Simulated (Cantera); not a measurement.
An isothermal, constant-pressure homogeneous reactor starts with CO : O₂ : H₂O : N₂ = 0.0016 : 0.07 : 0.036 : 1 (molar parts), at 1000 K and 4.93 atm.

Computed with Cantera and GRI-Mech 3.0 (53 species, 325 reactions).

x: mole fraction; the columns are a selection and need not sum to one.

```csv
t (s),x CO,x O₂,x H₂O,x H₂,x NO,x CO₂,x NO₂
2.00e-6,0.00144,0.0632,0.0325,<1e-12,<1e-12,<1e-12,<1e-12
8.98e-6,0.00144,0.0632,0.0325,<1e-12,<1e-12,4.44e-12,<1e-12
4.03e-5,0.00144,0.0632,0.0325,<1e-12,<1e-12,2.11e-11,<1e-12
0.000181,0.00144,0.0632,0.0325,<1e-12,<1e-12,1.38e-10,<1e-12
0.000814,0.00144,0.0632,0.0325,2.52e-12,<1e-12,1.20e-9,<1e-12
0.00366,0.00144,0.0632,0.0325,1.86e-11,<1e-12,8.15e-9,<1e-12
0.0164,0.00144,0.0632,0.0325,1.67e-10,<1e-12,7.42e-8,<1e-12
0.0737,0.00144,0.0632,0.0325,5.26e-9,<1e-12,2.20e-6,<1e-12
0.331,?,0.0631,0.0325,?,<1e-12,?,<1e-12
1.49,0.000850,0.0629,0.0325,6.81e-7,<1e-12,0.000595,2.40e-12
6.68,?,0.0626,0.0325,?,<1e-12,?,1.11e-11
30.0,3.45e-5,0.0625,0.0325,3.48e-8,<1e-12,0.00141,1.76e-11
```

**Question.** What belongs in the gaps?

**Answer.** 
- 0.331, x CO: 0.00131
- 0.331, x H₂: 3.78e-7
- 0.331, x CO₂: 0.000131
- 6.68, x CO: 0.000266
- 6.68, x H₂: 2.28e-7
- 6.68, x CO₂: 0.00118
